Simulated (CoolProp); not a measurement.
Vapour-liquid equilibrium of n-hexane (1) + m-xylene (2) at 0.124 MPa; x and y are mole fractions of (1).

The numbers come from the multi-fluid Helmholtz-energy mixture model, Thol 2019 and Zhou 2012; pair parameters Bell 2016 in CoolProp.

```json
[
 {"x": "0.05", "bubble temperature, mixture model (K)": "411.3", "bubble temperature, Raoult's law (K)": "411.4", "y, mixture model": "0.234", "y, Raoult's law": "0.240"},
 {"x": "0.15", "bubble temperature, mixture model (K)": "395.9", "bubble temperature, Raoult's law (K)": "397.7", "y, mixture model": "0.550", "y, Raoult's law": "0.537"},
 {"x": "0.25", "bubble temperature, mixture model (K)": "383.7", "bubble temperature, Raoult's law (K)": "387.2", "y, mixture model": "0.725", "y, Raoult's law": "0.702"},
 {"x": "0.35", "bubble temperature, mixture model (K)": "374.4", "bubble temperature, Raoult's law (K)": "378.8", "y, mixture model": "0.822", "y, Raoult's law": "0.802"},
 {"x": "0.45", "bubble temperature, mixture model (K)": "367.5", "bubble temperature, Raoult's law (K)": "372.0", "y, mixture model": "0.878", "y, Raoult's law": "0.867"},
 {"x": "0.55", "bubble temperature, mixture model (K)": "362.4", "bubble temperature, Raoult's law (K)": "366.2", "y, mixture model": "0.913", "y, Raoult's law": "0.911"},
 {"x": "0.65", "bubble temperature, mixture model (K)": "358.5", "bubble temperature, Raoult's law (K)": "361.3", "y, mixture model": "0.938", "y, Raoult's law": "0.942"},
 {"x": "0.75", "bubble temperature, mixture model (K)": "355.4", "bubble temperature, Raoult's law (K)": "357.1", "y, mixture model": "0.956", "y, Raoult's law": "0.965"},
 {"x": "0.85", "bubble temperature, mixture model (K)": "352.6", "bubble temperature, Raoult's law (K)": "353.3", "y, mixture model": "0.973", "y, Raoult's law": "0.982"},
 {"x": "0.95", "bubble temperature, mixture model (K)": "349.8", "bubble temperature, Raoult's law (K)": "350.0", "y, mixture model": "0.990", "y, Raoult's law": "0.995"}
]
```

The largest gap from Raoult's law is -4.5 K in bubble temperature, at x = 0.45. No azeotrope shows between x = 0.05 and 0.95.

Pair parameters are fitted to limited data, so mixtures are less certain than the pure fluids.
